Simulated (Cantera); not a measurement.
Input: 1 mol AlN, 190 mol H2, at 34.0 Pa.

Equilibrium computed with Cantera from the NASA thermochemical tables; the gas is ideal and each condensed phase is pure. Candidate condensed phases: Al, AlN; 13 gas species. The numbers say what is thermodynamically allowed, not how fast it happens.

Q: Which condensed phases are stable at each of these points (T (°C)): 1150, 1250, 1350, 1450, 1550, 1650, 1750?

A: 
```json
[
 {"T (°C)": "1150", "condensed phases": "AlN(s)", "Al condensed (%)": "98.2"},
 {"T (°C)": "1250", "condensed phases": "AlN(s)", "Al condensed (%)": "81.3"},
 {"T (°C)": "1350", "condensed phases": "gas only", "Al condensed (%)": "0.0"},
 {"T (°C)": "1450", "condensed phases": "gas only", "Al condensed (%)": "0.0"},
 {"T (°C)": "1550", "condensed phases": "gas only", "Al condensed (%)": "0.0"},
 {"T (°C)": "1650", "condensed phases": "gas only", "Al condensed (%)": "0.0"},
 {"T (°C)": "1750", "condensed phases": "gas only", "Al condensed (%)": "0.0"}
]
```

From 1150 °C to 1250 °C the condensed part is AlN(s). From 1350 °C to 1750 °C nothing is condensed.
